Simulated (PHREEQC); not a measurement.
Solution (25 °C): 0.043 mol H3PO4, 0.17 mol HCl and 0.045 mol H3AsO4 per kg of water. Closed to the air; pH follows from the charge balance.

Equilibrium calculation in PHREEQC: ion-association model, wateq4f.dat.

Each row changes one thing in this solution. This is a speciation only: nothing precipitates in the calculation.

```
case                                                pH  ionic strength (mol/kgw)  H3AsO4 (mol/kgw)  H2AsO4- (mol/kgw)  HAsO4-2 (mol/kgw)
------------------------------------------------  ----  ------------------------  ----------------  -----------------  -----------------
as made                                           0.85                     0.175            0.0429            0.00212            2.45e-9
diluted 100-fold with water                       2.65                   0.00234          0.000133           0.000316            1.15e-8
HCl from 0.17 to 0.255 mol/kgw                    0.69                     0.259            0.0435            0.00154            1.30e-9
temperature from 25 to 15 °C                      0.85                     0.175            0.0427            0.00231            2.50e-9
0.0018 mol/kgw NaOH added                         0.86                     0.175            0.0429            0.00214            2.50e-9
H3PO4 left out                                    0.86                     0.172            0.0428            0.00215            2.51e-9
HCl left out                                      1.70                         …            0.0348                  …            5.50e-8
H3AsO4 replaced by Na2HAsO4 at the same molality  1.15                     0.179            0.0410            0.00400            9.13e-9
diluted 5-fold with water                            …                    0.0372           0.00758            0.00142            5.19e-9
```

Problem. Fill in the missing entries.

Solution. 
- HCl left out, ionic strength (mol/kgw): 0.0224
- HCl left out, H2AsO4- (mol/kgw): 0.0102
- diluted 5-fold with water, pH: 1.49

H3PO4, which wateq4f.dat lacks, is added to it with the constant of phreeqc.dat.
